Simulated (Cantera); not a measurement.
What does this Cantera script print?

```python
import numpy as np
import cantera as ct

gas_names = """
    Cr CrN CrO CrO2 CrO3 N NO NO2 NO3 N2 N2O O O2 O3
""".split()
cond_names = """
    Cr(cr) Cr(L) CrN(s) Cr2N(s) Cr2O3(s) Cr2O3(L)
""".split()


# ... load() reads the species with a 1 bar reference pressure and builds the phases ...
atoms = {
    'Cr': {'Cr': 1},
    'N2O': {'N': 2, 'O': 1},
    'N2': {'N': 2},
}
top_T = {'CrN(s)': 1900, 'Cr2N(s)': 1900}  # K; cautious upper limits of use, not melting points


# ... equilibrate(T, P, feed) seeds the gas with the atoms and calls Mixture.equilibrate('TP', solver="vcs", rtol=1e-11, max_steps=5000) ...
results = []
feed = {'Cr': 1, 'N2O': 0.36, 'N2': 3.7}  # mol
P = 190  # Pa
for T in [1598, 1673, 1748, 1823, 1898, 1973, 2048, 2123, 2198, 2273, 2348, 2423]:
    mix = equilibrate(T, P, feed)
    results.append((T, P, feed, dict(zip(mix.species_names, mix.species_moles))))

top = {s: max(r[3][s] / sum(r[3][g] for g in gas_names) for r in results) for s in gas_names}
cols = sorted((s for s in top if top[s] > 0.0001), key=lambda s: -top[s])[:9]
seen = [c for c in cond_names if any(r[3].get(c, 0) > 1e-12 for r in results)]
print("log10 of partial pressures in bar; condensed amounts in mol")
print(f"{'T/K':>10s}" + "".join(f"{s[:9]:>10s}" for s in cols + seen))
for T, P, feed, n in results:
    ng = sum(n[g] for g in gas_names)
    print(f"{T:10.4g}" + "".join(f"{np.log10(max(n[s] / ng * P / 1e5, 1e-99)):10.3f}" for s in cols)
          + "".join(f"{n.get(c, 0):10.4g}" for c in seen))
```

Output:

```
log10 of partial pressures in bar; condensed amounts in mol
       T/K        N2        Cr       CrO      CrO2         O        NO        O2    Cr(cr)  Cr2O3(s)
      1598    -2.722    -5.430    -8.494   -11.504   -12.680   -11.518   -15.662     0.752      0.12
      1673    -2.724    -4.870    -7.696   -10.543   -11.758   -10.837   -14.565    0.7309      0.12
      1748    -2.731    -4.360    -6.969    -9.666   -10.916   -10.216   -13.561    0.6644    0.1199
      1823    -2.752    -3.894    -6.304    -8.863   -10.141    -9.653   -12.640    0.4673    0.1196
      1898    -2.796    -3.525    -5.712    -8.105    -9.389    -9.108   -11.714         0    0.1183
      1973    -2.797    -3.527    -5.281    -7.293    -8.466    -8.357   -10.401         0    0.1155
      2048    -2.798    -3.532    -4.884    -6.541    -7.610    -7.660    -9.183         0    0.1084
      2123    -2.801    -3.543    -4.519    -5.841    -6.810    -7.009    -8.044         0   0.09138
      2198    -2.808    -3.565    -4.183    -5.188    -6.057    -6.398    -6.967         0   0.05026
      2273    -2.818    -3.585    -3.999    -4.837    -5.484    -5.958    -6.222         0         0
      2348    -2.819    -3.580    -4.009    -4.896    -5.153    -5.749    -5.935         0         0
      2423    -2.821    -3.570    -4.033    -4.984    -4.861    -5.571    -5.704         0         0
```

These are equilibrium values from Cantera (NASA tables, ideal gas, pure condensed phases), not measurements of a reactor. Mutual solubility and eutectic melting of coexisting phases are not modelled.
